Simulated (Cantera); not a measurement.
Input: 1 mol Si, 1.2 mol NF3, equilibrated at 923.15 K and 0.360 bar.

These are equilibrium values from Cantera (NASA tables, ideal gas, pure condensed phases), not measurements of a reactor. Candidate condensed phases: Si, Si3N4; 16 gas species. Kinetics and transport are ignored.

Question: What is the equilibrium state?

Answer: 
```json
{
 "x(SiF4)": "0.628",
 "x(N2)": "0.372",
 "x(SiF3)": "1.98e-6",
 "n(Si3N4(s))": "0.0333 mol",
 "gas_amount": "1.433 mol",
 "log10 activity of Si(s) (absent)": "-7.69"
}
```
